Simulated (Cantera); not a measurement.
Input (Python, Cantera) and output of one run.

```python
import numpy as np
import cantera as ct

gas_names = """
    B BCL BCL2 BCL3 BH BH2 BH3 BN B2 CL CL2 H HCL H2 N NH NH2 NH3 N2 N2H2 N2H4
""".split()
cond_names = """
    B(b) B(L) BN(s) NH4CL(a) NH4CL(b)
""".split()


# ... load() reads the species with a 1 bar reference pressure and builds the phases ...
atoms = {
    'BCl3': {'B': 1, 'CL': 3},
    'NH3': {'N': 1, 'H': 3},
    'H2': {'H': 2},
}
top_T = {'BN(s)': 3200}  # K; cautious upper limits of use, not melting points


# ... equilibrate(T, P, feed) seeds the gas with the atoms and calls Mixture.equilibrate('TP', solver="vcs", rtol=1e-11, max_steps=5000) ...
results = []
feed = {'BCl3': 1, 'NH3': 0.19, 'H2': 0.41}  # mol
P = 1000  # Pa
for T in [875, 925, 975, 1025, 1075, 1125, 1175, 1225, 1275, 1325, 1375, 1425]:
    mix = equilibrate(T, P, feed)
    results.append((T, P, feed, dict(zip(mix.species_names, mix.species_moles))))

top = {s: max(r[3][s] / sum(r[3][g] for g in gas_names) for r in results) for s in gas_names}
cols = sorted((s for s in top if top[s] > 1e-05), key=lambda s: -top[s])[:7]
seen = [c for c in cond_names if any(r[3].get(c, 0) > 1e-12 for r in results)]
print("log10 of partial pressures in bar; condensed amounts in mol")
print(f"{'T/K':>10s}" + "".join(f"{s[:9]:>10s}" for s in cols + seen))
for T, P, feed, n in results:
    ng = sum(n[g] for g in gas_names)
    print(f"{T:10.4g}" + "".join(f"{np.log10(max(n[s] / ng * P / 1e5, 1e-99)):10.3f}" for s in cols)
          + "".join(f"{n.get(c, 0):10.4g}" for c in seen))
```

Output:

```
log10 of partial pressures in bar; condensed amounts in mol
       T/K      BCL3       HCL        H2      BCL2       BCL        CL         H      B(b)     BN(s)
       875    -2.344    -2.497    -2.640    -9.605   -12.927   -11.481   -11.620         0      0.19
       925    -2.344    -2.497    -2.640    -8.869   -11.783   -10.777   -10.904         0      0.19
       975    -2.344    -2.497    -2.640    -8.209   -10.758   -10.145   -10.262         0      0.19
      1025    -2.344    -2.497    -2.640    -7.614    -9.834    -9.573    -9.681         0      0.19
      1075    -2.344    -2.497    -2.640    -7.076    -8.997    -9.054    -9.153         0      0.19
      1125    -2.344    -2.497    -2.640    -6.586    -8.235    -8.581    -8.672         0      0.19
      1175    -2.344    -2.497    -2.640    -6.139    -7.540    -8.147    -8.232         0      0.19
      1225    -2.345    -2.497    -2.640    -5.729    -6.902    -7.748    -7.826         0      0.19
      1275    -2.345    -2.496    -2.641    -5.352    -6.317    -7.380    -7.453         0      0.19
      1325    -2.352    -2.475    -2.658    -5.040    -5.841    -7.009    -7.116  0.009649      0.19
      1375    -2.365    -2.440    -2.692    -4.783    -5.457    -6.641    -6.811    0.0273      0.19
      1425    -2.378    -2.409    -2.727    -4.544    -5.101    -6.298    -6.530   0.04357      0.19
```

These are equilibrium values from Cantera (NASA tables, ideal gas, pure condensed phases), not measurements of a reactor. Mutual solubility and eutectic melting of coexisting phases are not modelled. The tables' values for BCl2, BCl are old estimates; treat these amounts as uncertain. Gases not in the tables: BHCl2.
